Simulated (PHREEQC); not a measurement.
Solution (20 °C): 0.029 mol Cu(NO3)2 and 0.001 mol Na3PO4 per kg of water. Closed to the air; pH follows from the charge balance.

Model: ion-association model, wateq4f.dat, run in PHREEQC.

```yaml
pH: 5.52
ionic_strength: 0.0871 mol/kgw
total_alkalinity: 2.00 meq/kg
```

```tsv
species	molality	activity	log γ
NO3-	0.0580	0.0444	-0.116
Cu+2	0.0271	0.0113	-0.378
Na+	0.00300	0.00238	-0.101
H2PO4-	0.000961	0.000767	-0.098
Cu2(OH)2+2	0.000934	0.000365	-0.408
CuOH+	4.76e-5	3.72e-5	-0.108
HPO4-2	3.84e-5	1.52e-5	-0.402
Cu(OH)2	2.50e-5	2.55e-5	0.009
H+	3.66e-6	3.05e-6	-0.080
H3PO4	3.17e-7	3.24e-7	0.009
NaHPO4-	8.83e-8	7.04e-8	-0.098
OH-	2.88e-9	2.23e-9	-0.112
```

Precipitation was switched off in this run. Saturation is exceeded, for instance for Cu3(PO4)2:3H2O, Cu2(OH)3NO3; the values hold only as long as no solid forms. Complexes and solids missing from the database can't appear. H3PO4, which wateq4f.dat lacks, is added to it with the constant of phreeqc.dat. The database has no phosphate complexes of Cu.
